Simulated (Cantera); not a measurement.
## Carbothermic reduction: SiO₂ + CH₄ + N₂

Feed: 1 mol SiO₂, 3.1 mol CH₄, 1.7 mol N₂, held at 2073.15 K.

Method: chemical equilibrium by Gibbs-energy minimisation in Cantera with the NASA 1993 tables (ideal gas, pure condensed phases). Candidate condensed phases: C, C₆H₆, C₇H₈, C₈H₁₈, H₂O, Si, SiC, SiO₂, Si₂N₂O, Si₃N₄; 151 gas species. The tables' values for SiN are old estimates; treat these amounts as uncertain. The numbers say what is thermodynamically allowed, not how fast it happens.

| P (Pa) | x H₂ | x CO | x H | x N₂ | x Si | x HCN | n C(graphite) | n SiC(s) |
|---|---|---|---|---|---|---|---|---|
| 10 | 0.433 | 0.167 | 0.173 | 0.141 | 0.0711 | 0.00481 | 0.900 | 0.0200 |
| 68 | 0.554 | 0.190 | 0.0751 | 0.160 | 0.0104 | 0.00580 | 0.173 | 0.853 |
| 460 | 0.597 | 0.196 | 0.0300 | 0.166 | 0.00154 | 0.00612 | 0.0788 | 0.960 |
| 3200 | 0.613 | 0.199 | 0.0115 | 0.167 | 0.000222 | 0.00623 | 0.0647 | 0.976 |
| 22000 | 0.618 | 0.199 | 0.00441 | 0.168 | 3.23e-5 | 0.00627 | 0.0622 | 0.978 |
| 150000 | 0.620 | 0.200 | 0.00169 | 0.168 | 4.74e-6 | 0.00629 | 0.0601 | 0.978 |
| 1000000 | 0.620 | 0.200 | 0.000655 | 0.169 | 7.11e-7 | 0.00629 | 0.0491 | 0.978 |
x: gas mole fraction; n: condensed amount in mol.

From 0.000100 bar to 10.0 bar the condensed part is C(graphite) + SiC(s). The main Si-bearing gas is Si at 0.000100 bar and SiO at 10.0 bar.
